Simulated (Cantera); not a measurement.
Cantera run:

```python
import numpy as np
import cantera as ct

gas_names = """
    H H2 Si SiH SiH2 SiH3 SiH4 Si2 Si3
""".split()
cond_names = """
    Si(cr) Si(L)
""".split()


# ... load() reads the species with a 1 bar reference pressure and builds the phases ...
atoms = {
    'Si3H8': {'Si': 3, 'H': 8},
    'H2': {'H': 2},
}
top_T = {}  # K; cautious upper limits of use, not melting points


# ... equilibrate(T, P, feed) seeds the gas with the atoms and calls Mixture.equilibrate('TP', solver="vcs", rtol=1e-11, max_steps=5000) ...
results = []
feed = {'Si3H8': 1, 'H2': 57}  # mol
T = 825  # K
P = 1000  # Pa
mix = equilibrate(T, P, feed)
results.append((T, P, feed, dict(zip(mix.species_names, mix.species_moles))))
print(gas.report(threshold=1e-06))
for i in range(1, mix.n_phases):
    print(f"{mix.phase(i).name:16s} {mix.phase_moles(i):12.5e} mol")
```

Result:

```
       temperature   825 K
          pressure   1000 Pa
           density   0.0002939 kg/m^3
  mean mol. weight   2.016 kg/kmol
   phase of matter   gas

                          1 kg             1 kmol
                     ---------------   ---------------
          enthalpy        7.6583e+06        1.5439e+07  J
   internal energy        4.2558e+06        8.5797e+06  J
           entropy             98591        1.9876e+05  J/K
    Gibbs function       -7.3679e+07       -1.4854e+08  J
 heat capacity c_p             14734             29704  J/K
 heat capacity c_v             10610             21389  J/K

                      mass frac. Y      mole frac. X     chem. pot. / RT
                     ---------------   ---------------   ---------------
                H2                 1                 1           -21.654
     [   +8 minor]        3.6237e-08        2.3515e-09

Si(cr)            3.00000e+00 mol
```

Method: chemical equilibrium by Gibbs-energy minimisation in Cantera with the NASA 1993 tables (ideal gas, pure condensed phases). The feed counts by its element totals alone.
